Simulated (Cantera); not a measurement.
**Moist CO burnout**

A perfectly stirred reactor is fed with CO : O2 : H2O : N2 = 0.002 : 0.0034 : 0.00031 : 1 (molar parts), equivalence ratio 0.29, at 9.87 atm; it is held at 1273 K, and followed from long to short residence time.

Cantera simulation using GRI-Mech 3.0 (53 species, 325 reactions); the numbers are that mechanism's predictions, not measurements.

```json
[
 {"τ (s)": "3.1", "x CO": "4.26e-5", "x O2": "0.00241", "x H2O": "0.000308", "x OH": "5.14e-7", "x NO": "6.62e-7"},
 {"τ (s)": "1.0", "x CO": "0.000118", "x O2": "0.00245", "x H2O": "0.000308", "x OH": "5.42e-7", "x NO": "6.80e-7"},
 {"τ (s)": "0.33", "x CO": "0.000302", "x O2": "0.00254", "x H2O": "0.000307", "x OH": "5.58e-7", "x NO": "5.42e-7"},
 {"τ (s)": "0.11", "x CO": "0.000671", "x O2": "0.00272", "x H2O": "0.000307", "x OH": "5.66e-7", "x NO": "2.92e-7"},
 {"τ (s)": "0.036", "x CO": "0.00120", "x O2": "0.00298", "x H2O": "0.000306", "x OH": "5.61e-7", "x NO": "9.21e-8"},
 {"τ (s)": "0.012", "x CO": "0.00164", "x O2": "0.00320", "x H2O": "0.000306", "x OH": "5.30e-7", "x NO": "1.72e-8"},
 {"τ (s)": "0.0038", "x CO": "0.00188", "x O2": "0.00333", "x H2O": "0.000306", "x OH": "4.39e-7", "x NO": "1.77e-9"},
 {"τ (s)": "0.0013", "x CO": "0.00197", "x O2": "0.00337", "x H2O": "0.000307", "x OH": "2.49e-7", "x NO": "1.04e-10"}
]
```
x: mole fraction; the columns are a selection and need not sum to one.
